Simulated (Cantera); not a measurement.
Source: NASA polynomial tables (part measured, part estimated), evaluated in Cantera. Values are per mole of reaction as written; species without (g) are pure solids or liquids, kept so even where they would boil at 1 bar.

Between 300 and 1700 K, where is each reaction favourable under standard conditions?
- 4 CuF2(g) + 2 NO(g) = 2 Cu2O + 4 F2(g) + N2(g)


- 4 CuF2(g) + 2 NO(g) = 2 Cu2O + 4 F2(g) + N2(g): ΔG° is 635 kJ at 300 K and 982 kJ at 1700 K; it stays positive (K < 1). ΔH° is 748 kJ and ΔS° -138 J/K at 1700 K.
